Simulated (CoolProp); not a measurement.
Computed with CoolProp (reference Helmholtz-energy equation of state, Guder 2009).

Task: For sulfur hexafluoride, give the phase and the cv (kJ/(kg K)), speed of sound (m/s), viscosity (µPa s) at 327.4 K and 276 kPa; 346.6 K and 276 kPa.

Result: 
- 327.4 K and 276 kPa: gas; cv 0.655, speed of sound 140, viscosity 16.6
- 346.6 K and 276 kPa: gas; cv 0.681, speed of sound 144, viscosity 17.4

Viscosity comes from a separate model (Quiñones-Cisneros 2012).
